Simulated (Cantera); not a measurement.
What does this Cantera script print?

```python
import numpy as np
import cantera as ct

gas_names = """
    C CN CO CO2 C2 CCN CNC C2N2 C2O C3 C3O2 C4 C4N2 C5 N NCO NO NO2 NO3 N2 N2O O O2 O3 Pb PbO Pb2
""".split()
cond_names = """
    C(gr) Pb(cr) Pb(L) PbO(rd) PbO(yw) PbO(L) PbO2(s) Pb3O4(s)
""".split()


# ... load() reads the species with a 1 bar reference pressure and builds the phases ...
atoms = {
    'Pb': {'Pb': 1},
    'CO2': {'C': 1, 'O': 2},
    'N2': {'N': 2},
}
top_T = {'C(gr)': 4500, 'Pb3O4(s)': 820}  # K; cautious upper limits of use, not melting points


# ... equilibrate(T, P, feed) seeds the gas with the atoms and calls Mixture.equilibrate('TP', solver="vcs", rtol=1e-11, max_steps=5000) ...
results = []
feed = {'Pb': 1, 'CO2': 1.1, 'N2': 200}  # mol
T = 1900  # K
P = 10000  # Pa
mix = equilibrate(T, P, feed)
results.append((T, P, feed, dict(zip(mix.species_names, mix.species_moles))))
x = sorted(zip(gas.X, gas.species_names), reverse=True)
print(f"T = {T:g} K  P = {P:g} Pa  gas = {mix.phase_moles(0):.4g} mol")
print("   x: " + "  ".join(f"{s} {v:.3e}" for v, s in x if v > 1e-05))
print("   condensed (mol): " + ("  ".join(f"{mix.phase(i).name} {mix.phase_moles(i):.4g}"
      for i in range(1, mix.n_phases) if mix.phase_moles(i) > 1e-12) or "none"))
```

Output:

```
T = 1900 K  P = 10000 Pa  gas = 202.1 mol
   x: N2 9.893e-01  CO2 4.684e-03  Pb 4.580e-03  CO 7.575e-04  PbO 3.671e-04  NO 1.503e-04  O2 1.150e-04  O 1.012e-05
   condensed (mol): none
```

Cantera equilibrium calculation (NASA polynomials, part measured and part estimated; ideal gas, pure solids and liquids).
